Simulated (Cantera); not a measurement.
A closed system holds: 1 mol B₂O₃, 2.7 mol H₂O, at 0.130 bar.

Equilibrium computed with Cantera from the NASA thermochemical tables; the gas is ideal and each condensed phase is pure. Candidate condensed phases: B, B₂O₃, B₃O₃H₃, H₂O; 23 gas species. Gases not in the tables: H₃BO₃. The numbers say what is thermodynamically allowed, not how fast it happens.

**Question.** Which condensed phases are stable at each of these points (T (°C)): 1350, 1400, 1450, 1500, 1550, 1600, 1650, 1700, 1750, 1800?

**Answer.** 
```json
[
 {"T (°C)": "1350", "condensed phases": "B₂O₃(l)", "B condensed (%)": "74.5"},
 {"T (°C)": "1400", "condensed phases": "B₂O₃(l)", "B condensed (%)": "63.2"},
 {"T (°C)": "1450", "condensed phases": "B₂O₃(l)", "B condensed (%)": "47.8"},
 {"T (°C)": "1500", "condensed phases": "B₂O₃(l)", "B condensed (%)": "26.6"},
 {"T (°C)": "1550", "condensed phases": "gas only", "B condensed (%)": "0.0"},
 {"T (°C)": "1600", "condensed phases": "gas only", "B condensed (%)": "0.0"},
 {"T (°C)": "1650", "condensed phases": "gas only", "B condensed (%)": "0.0"},
 {"T (°C)": "1700", "condensed phases": "gas only", "B condensed (%)": "0.0"},
 {"T (°C)": "1750", "condensed phases": "gas only", "B condensed (%)": "0.0"},
 {"T (°C)": "1800", "condensed phases": "gas only", "B condensed (%)": "0.0"}
]
```

From 1350 °C to 1500 °C the condensed part is B₂O₃(l). From 1550 °C to 1800 °C nothing is condensed.
